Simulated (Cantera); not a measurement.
Mixture: C3H8 : O2 : N2 = 1 : 3.57 : 25 (molar parts), at 0.474 atm, adiabatic and at constant volume. Ignition delay is the time to a rise of 400 K.

Detailed kinetics in Cantera: GRI-Mech 3.0 (53 species, 325 reactions). GRI-Mech 3.0 was tuned for natural gas; its chemistry of propane as a main component is partial and can be far from experiment.

Task: Predict: delay at 1250 K; delay at 1325 K; delay at 1400 K; delay at 1475 K; delay at 1550 K; delay at 1625 K; apparent activation energy between 1475 and 1625 K.

Result: 
```
Property                                                 Value
--------------------------------------------------  ----------
delay at 1250 K                                        4.66 ms
delay at 1325 K                                        1.36 ms
delay at 1400 K                                       0.495 ms
delay at 1475 K                                       0.221 ms
delay at 1550 K                                       0.116 ms
delay at 1625 K                                        69.6 µs
apparent activation energy between 1475 and 1625 K  150 kJ/mol
```
